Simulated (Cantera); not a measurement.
Equilibrium for titanium nitride, carbide and oxide coatings: Ti + H2 + H2O

Charge: 1 mol Ti, 12 mol H2, 0.69 mol H2O, held at 2023.15 K.

Equilibrium computed with Cantera from the NASA thermochemical tables; the gas is ideal and each condensed phase is pure. Candidate condensed phases: H2O, Ti, TiO, TiO2, Ti2O3, Ti3O5, Ti4O7; 12 gas species. Each liquid is taken as pure. Mutual solubility and eutectic melting of coexisting phases are not modelled. TiO: taken at fixed stoichiometry. Condensed phases not in the tables: N, O or C dissolved in the metal. Kinetics and transport are ignored.

From 10.0 Pa to 46.0 Pa the condensed part is TiO(l). From 2.20 mbar to 1.00 bar the condensed part is Ti(l) + TiO(l). The main Ti-bearing gas is Ti throughout. The share of Ti in condensed phases is highest at 1.00 bar (100.0 %) and lowest at 10.0 Pa (54.1 %).

| P (Pa) | log p H2 | log p H | log p Ti | log p TiO | n TiO(l) | n Ti(l) |
|---|---|---|---|---|---|---|
| 10 | -4.10 | -4.77 | -5.67 | -5.99 | 0.541 | 0 |
| 46 | -3.39 | -4.41 | -4.98 | -5.99 | 0.659 | 0 |
| 220 | -2.68 | -4.06 | -4.87 | -5.99 | 0.684 | 0.230 |
| 1000 | -2.01 | -3.73 | -4.87 | -5.99 | 0.689 | 0.293 |
| 4600 | -1.34 | -3.39 | -4.87 | -5.99 | 0.690 | 0.306 |
| 22000 | -0.66 | -3.05 | -4.87 | -5.99 | 0.690 | 0.309 |
| 100000 | 0.00 | -2.72 | -4.87 | -5.99 | 0.690 | 0.310 |
log p: log10 of the partial pressure in bar; n: condensed amount in mol.
